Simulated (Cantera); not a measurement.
An isothermal, constant-pressure homogeneous reactor starts with CH₄ : H₂O = 1 : 0.81 (molar parts), at 1525 K and 100000 Pa.

Detailed kinetics in Cantera: GRI-Mech 3.0 (53 species, 325 reactions).

x: mole fraction; the columns are a selection and need not sum to one.

```csv
t (s),x CH₄,x H₂O,x CH₂CO,x CH₂O,x CH₃,x O₂,x CO
1.00e-5,0.552,0.448,<1e-12,2.33e-11,1.62e-5,<1e-12,<1e-12
5.37e-5,0.552,0.447,<1e-12,[?],[?],<1e-12,1.15e-11
0.000289,0.552,0.447,1.13e-12,1.44e-7,0.000190,<1e-12,9.44e-9
0.00155,0.549,0.447,[?],[?],[?],<1e-12,[?]
0.00833,0.527,0.443,7.83e-7,6.12e-6,0.000401,3.97e-12,4.96e-5
0.0447,0.424,0.413,1.81e-5,3.35e-6,0.000278,6.58e-12,0.000514
0.240,0.228,0.350,3.31e-5,1.06e-6,0.000139,1.13e-12,0.00430
1.29,0.0923,0.272,2.89e-5,3.14e-7,6.30e-5,<1e-12,0.0275
6.93,0.0792,0.161,9.87e-6,1.37e-7,5.04e-5,<1e-12,0.100
37.2,0.0595,0.0579,1.66e-6,7.61e-8,3.52e-5,<1e-12,0.182
200,0.0409,0.00966,3.75e-7,7.20e-8,2.33e-5,<1e-12,0.224
```

What belongs in the gaps?


- 5.37e-5, x CH₂O: 3.07e-9
- 5.37e-5, x CH₃: 8.09e-5
- 0.00155, x CH₂CO: 1.14e-9
- 0.00155, x CH₂O: 1.59e-6
- 0.00155, x CH₃: 0.000299
- 0.00155, x CO: 1.04e-6
